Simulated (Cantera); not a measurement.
A closed system holds: 1 mol SiCl4, 2.6 mol Cl2, 10 mol H2, at 673 K and 2100000 Pa.

These are equilibrium values from Cantera (NASA tables, ideal gas, pure condensed phases), not measurements of a reactor. Candidate condensed phases: Si; 19 gas species. Equilibrium is a limit: real reactors are often held back by kinetics, nucleation or transport.

Base state: H2 0.544, HCl 0.382, SiCl4 0.0735, SiHCl3 1.32e-5 (mole fractions); condensed: gas only.

Problem. What changes in the equilibrium state with this change: SiCl4 replaced by Si?

Solution. 
| species | before | after |
|---|---|---|
| H2 | 0.544 | 0.810 |
| HCl | 0.382 | 0.104 |
| SiCl4 | 0.0735 | 0.0861 |
| SiHCl3 | 1.32e-5 | 8.52e-5 |
